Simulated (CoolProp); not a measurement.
Methane along the isotherm -75.95 °C: density (kg/m³) from the reference equation and from simpler models built on Tc = -82.6 °C, pc = 4599 kPa, ω = 0.011; each cubic takes its own stable root.

Model: reference Helmholtz-energy equation of state, Setzmann 1991, in CoolProp.

| p (kPa) | phase | reference |
|---|---|---|
| 493 | gas | 4.989 |
| 986 | gas | 10.35 |
| 1480 | gas | 16.17 |
| 1970 | gas | 22.49 |
| 2460 | gas | 29.51 |
| 2960 | gas | 37.61 |
| 3450 | gas | 46.85 |
| 3940 | gas | 58.02 |
| 4430 | gas | 72.44 |
| 4930 | supercritical | 94.27 |
| 5420 | supercritical | 139.0 |
| 5910 | supercritical | 200.0 |
| 6410 | supercritical | 224.1 |
| 6900 | supercritical | 237.4 |

Q: How far does each simpler model (Redlich-Kwong, Soave-Redlich-Kwong, Peng-Robinson) lie from the reference over these 14 states: mean and median of the absolute difference, and the worst?

A: 
- Redlich-Kwong: mean 3.2 %, median 0.2 %, worst -13.0 % at -75.95 °C and 5910 kPa
- Soave-Redlich-Kwong: mean 3.3 %, median 0.2 %, worst -13.2 % at -75.95 °C and 5910 kPa
- Peng-Robinson: mean 3.2 %, median 3.4 %, worst -5.9 % at -75.95 °C and 5910 kPa
